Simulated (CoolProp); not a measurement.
Values from CoolProp's reference Helmholtz-energy equation of state, Gao 2022.

Problem. For n-perfluorohexane, give the phase and the speed of sound (m/s), Joule-Thomson coefficient (K/MPa) at 362 K and 8.26 bar; 376.6 K and 8.26 bar; 435.3 K and 8.26 bar.

Solution. 
- 362 K and 8.26 bar: liquid; speed of sound 339, Joule-Thomson coefficient -0.0531
- 376.6 K and 8.26 bar: liquid; speed of sound 294, Joule-Thomson coefficient 0.0624
- 435.3 K and 8.26 bar: gas; speed of sound 81.6, Joule-Thomson coefficient 13.1
